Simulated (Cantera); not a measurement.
Feed: 1 mol FeS2, 1.8 mol H2, held at 0.100 bar.

Equilibrium computed with Cantera from the NASA thermochemical tables; the gas is ideal and each condensed phase is pure. Candidate condensed phases: Fe, FeS, FeS2, S; 8 gas species. FeS: taken at fixed stoichiometry. Gases not in the tables: S3 to S7. Equilibrium is a limit: real reactors are often held back by kinetics, nucleation or transport.

log p: log10 of the partial pressure in bar; n: condensed amount in mol.

```tsv
T (K)	log p H2	log p H2S	log p S2	log p SH	log p S	n FeS(s)	n FeS(l)
948	-1.35	-1.26	-4.59	-6.27	…	1.00	0
998	-1.35	-1.26	-4.10	-5.82	…	1.00	0
1048	-1.35	-1.26	-3.66	-5.41	…	1.00	0
1098	-1.34	-1.27	-3.27	-5.05	…	1.00	0
1148	-1.34	-1.28	-2.94	-4.72	…	1.00	0
1198	-1.32	-1.30	-2.67	-4.44	…	1.00	0
1248	-1.30	-1.33	-2.46	-4.19	…	1.00	0
1298	-1.28	-1.37	-2.29	-3.98	…	1.00	0
1348	-1.26	-1.42	-2.16	-3.79	…	1.00	0
1398	-1.24	-1.48	-2.06	-3.63	…	1.00	0
1448	-1.22	-1.54	-1.99	-3.49	…	1.00	0
1498	-1.20	-1.60	-1.93	-3.36	…	0	1.00
```

Q: Fill in the missing entries.

A: 
- 948, log p S: -11.07
- 998, log p S: -10.23
- 1048, log p S: -9.47
- 1098, log p S: -8.79
- 1148, log p S: -8.17
- 1198, log p S: -7.63
- 1248, log p S: -7.14
- 1298, log p S: -6.71
- 1348, log p S: -6.32
- 1398, log p S: -5.97
- 1448, log p S: -5.66
- 1498, log p S: -5.37
